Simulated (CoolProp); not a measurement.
Vapour-liquid equilibrium of acetone (1) + cyclohexane (2) at 469.9 K; x and y are mole fractions of (1).

Values from CoolProp's multi-fluid Helmholtz-energy mixture model, Lemmon 2006 and Zhou 2014; pair parameters Bell 2016.

```
x      bubble pressure, mixture model (MPa)  bubble pressure, Raoult's law (MPa)  y, mixture model  y, Raoult's law
-----  ------------------------------------  -----------------------------------  ----------------  ---------------
0.05                                  1.482                                1.345             0.143            0.097
0.125                                 1.728                                1.445             0.279            0.226
0.2                                   1.921                                1.546             0.370            0.339
0.275                                 2.076                                1.646             0.439            0.437
0.35                                    [?]                                1.747             0.496            0.525
0.425                                 2.313                                1.847             0.548            0.602
0.5                                   2.405                                1.948               [?]            0.672
0.575                                 2.484                                2.048             0.647            0.735
0.65                                  2.549                                2.149             0.698            0.792
0.725                                 2.598                                2.249             0.753            0.844
0.8                                   2.631                                2.350             0.812            0.891
0.875                                 2.644                                2.450               [?]            0.935
0.95                                  2.636                                2.551             0.947            0.975
```

**Question.** Some entries are withheld; supply them.

**Answer.** 
- 0.35, bubble pressure, mixture model (MPa): 2.204
- 0.5, y, mixture model: 0.597
- 0.875, y, mixture model: 0.876

The largest gap from Raoult's law is +26.2 % in bubble pressure, at x = 0.35. y crosses x between x = 0.875 and 0.95: the model has an azeotrope there.

Pair parameters are fitted to limited data, so mixtures are less certain than the pure fluids.
